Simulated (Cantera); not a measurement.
Feed: 1 mol V, 18 mol N2O, 15 mol H2, equilibrated at 19.0 Pa.

These are equilibrium values from Cantera (NASA tables, ideal gas, pure condensed phases), not measurements of a reactor. Candidate condensed phases: H2O, V, VN, VO, V2O3, V2O4, V2O5; 28 gas species. The numbers say what is thermodynamically allowed, not how fast it happens.

### Question
At 2073 K, list the 6 most abundant gas species with their mole fractions, and the condensed phases.

### Answer
N2 0.480, H2O 0.307, H2 0.0571, H 0.0456, O2 0.0368, OH 0.0279. Condensed: gas only.
